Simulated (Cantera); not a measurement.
Input: 1 mol Si, 2.4 mol SF6, equilibrated at 1675 K and 88.0 Pa.

Equilibrium computed with Cantera from the NASA thermochemical tables; the gas is ideal and each condensed phase is pure. Candidate condensed phases: S, Si; 21 gas species. The tables' values for SF3, S2F2 (SSF2), FS2F (FSSF) are old estimates; treat these amounts as uncertain. Equilibrium is a limit: real reactors are often held back by kinetics, nucleation or transport.

Question: What is the equilibrium state?

Answer: 
```
Quantity                              Value
--------------------------------  ---------
x(F)                                  0.612
x(SF2)                                0.245
x(SiF4)                               0.114
x(SF3)                               0.0173
x(SF4)                              0.00753
x(SF)                               0.00277
x(S2F2 (SSF2))                     0.000915
x(S)                                4.64e-5
x(S2)                               3.01e-5
gas amount                        8.751 mol
log10 activity of S(l) (absent)       -5.16
log10 activity of Si(s) (absent)     -30.82
```
